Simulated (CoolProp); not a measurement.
Vapour-liquid equilibrium of CHF3 (R23) (1) + R22 (2) at 0.42 MPa; x and y are mole fractions of (1).

Values from CoolProp's multi-fluid Helmholtz-energy mixture model, Penoncello 2003 and Kamei 1995; pair parameters Bell 2016.

| x | bubble temperature, mixture model (K) | bubble temperature, Raoult's law (K) | y, mixture model | y, Raoult's law |
|---|---|---|---|---|
| 0.05 | 261.8 | 262.4 | 0.218 | 0.219 |
| 0.15 | 251.7 | 253.3 | 0.502 | 0.501 |
| 0.25 | 244.3 | 246.3 | 0.664 | 0.666 |
| 0.35 | 238.6 | 240.7 | 0.763 | 0.772 |
| 0.45 | 234.3 | 236.1 | 0.829 | 0.842 |
| 0.55 | 230.8 | 232.2 | 0.875 | 0.892 |
| 0.65 | 227.9 | 228.8 | 0.910 | 0.929 |
| 0.75 | 225.4 | 225.9 | 0.939 | 0.956 |
| 0.85 | 223.1 | 223.3 | 0.964 | 0.977 |
| 0.95 | 221.0 | 221.0 | 0.988 | 0.993 |

The largest gap from Raoult's law is -2.1 K in bubble temperature, at x = 0.35. No azeotrope shows between x = 0.05 and 0.95.

Pair parameters are fitted to limited data, so mixtures are less certain than the pure fluids.
